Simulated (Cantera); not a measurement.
**Low-pressure radical oxidation in H2/O2**

A perfectly stirred reactor is fed with 8.17 % H2, 91.8 % O2, equivalence ratio 0.044, at 17.3 Torr; it is held at 1173 K, and followed from long to short residence time.

Cantera simulation using GRI-Mech 3.0 (53 species, 325 reactions); the numbers are that mechanism's predictions, not measurements. Radical loss at walls, strong at low pressure, is not modelled. The temperature is held fixed by assumption; the heat of reaction is taken as removed at once.

```csv
τ (s),x H2,x O2,x H,x OH,x HO2,x H2O
8.2,5.63e-5,0.914,1.34e-5,0.000448,1.22e-6,0.0849
1.7,0.000150,0.913,6.43e-5,0.000760,2.44e-6,0.0846
0.35,0.000390,0.911,0.000304,0.00129,4.30e-6,0.0838
0.073,0.000981,0.906,0.00134,0.00218,6.54e-6,0.0820
0.015,0.00244,0.895,0.00509,0.00356,8.55e-6,0.0772
0.0031,0.00618,0.880,0.0129,0.00533,9.54e-6,0.0675
0.00064,0.0178,0.879,0.0180,0.00708,9.36e-6,0.0517
0.00013,0.0550,0.901,0.00865,0.00510,7.01e-6,0.0199
```
x: mole fraction; the columns are a selection and need not sum to one.
